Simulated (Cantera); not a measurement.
A Cantera script and its output.

```python
import numpy as np
import cantera as ct

gas = ct.Solution("gri30.yaml")


def delay(T, t_max=10):
    gas.TPX = T, 3800000, {'CH4': 1, 'H2': 0.65, 'O2': 4.23, 'N2': 15.9}
    reactor = ct.IdealGasReactor(gas, clone=False)
    net = ct.ReactorNet([reactor])
    net.rtol, net.atol = 1e-8, 1e-16
    while net.time < t_max:
        t_old, T_old = net.time, reactor.T
        net.step()
        if reactor.T > T + 400:  # ignition: a rise of 400 K
            return t_old + (T + 400 - T_old) / (reactor.T - T_old) * (net.time - t_old)
    return np.nan


taus = []
for T in [1000, 1100, 1200, 1300, 1400, 1500, 1600, 1700]:
    taus.append(delay(T))
    print(f"T0 = {T:6g} K   tau = {taus[-1]:.4e} s")
```

Result:

```
T0 =   1000 K   tau = 8.3364e-03 s
T0 =   1100 K   tau = 1.1576e-03 s
T0 =   1200 K   tau = 2.2572e-04 s
T0 =   1300 K   tau = 5.9750e-05 s
T0 =   1400 K   tau = 2.1547e-05 s
T0 =   1500 K   tau = 9.8553e-06 s
T0 =   1600 K   tau = 5.2048e-06 s
T0 =   1700 K   tau = 2.9945e-06 s
```

Detailed kinetics in Cantera: GRI-Mech 3.0 (53 species, 325 reactions). The pressure lies above the range GRI-Mech 3.0 was tuned for (to about 10 atm).
